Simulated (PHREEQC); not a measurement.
Solution A (0.054 mol H3PO4, 0.00073 mol Na2HPO4 and 0.033 mol NaCl per kg of water) is mixed with solution B (0.0074 mol/kgw CdSO4, 0.00067 mol/kgw H3BO3 and 0.024 mol/kgw H2SO4) at 25 °C; shares are by mass of water, 1 kg in all. O2 is buffered at 0.21 atm. The system is closed to CO2. Solids allowed: Cd(OH)2, Cd3(PO4)2, CdOHCl, Halite, Mirabilite. Others were left out.

Equilibrium calculation in PHREEQC: ion-association model, wateq4f.dat.

Predict H3PO4 (mol/kgw) at share of solution B = 0.6, 0.7.


```csv
share of solution B,H3PO4 (mol/kgw)
0.6,0.0157
0.7,0.0120
```

H3PO4, which wateq4f.dat lacks, is added to it with the constant of phreeqc.dat. The database has no phosphate complexes of Cd.
